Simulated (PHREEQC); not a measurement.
## Acid rinse or clean

Dissolve 13 mmol/kgw H2SO4 and 26 mmol/kgw MgCl2 at 25 °C. Closed to the air; pH follows from the charge balance.

The numbers come from PHREEQC with the ion-association model, phreeqc.dat.

This is a speciation only: nothing precipitates in the calculation.

Predict the pH, specific conductance.

pH 1.74; specific conductance 12100 µS/cm.

In which forms is S present?

SO4-2 38 %, HSO4- 32 %, MgSO4 30 % of the S.

Complexes and solids missing from the database can't appear.
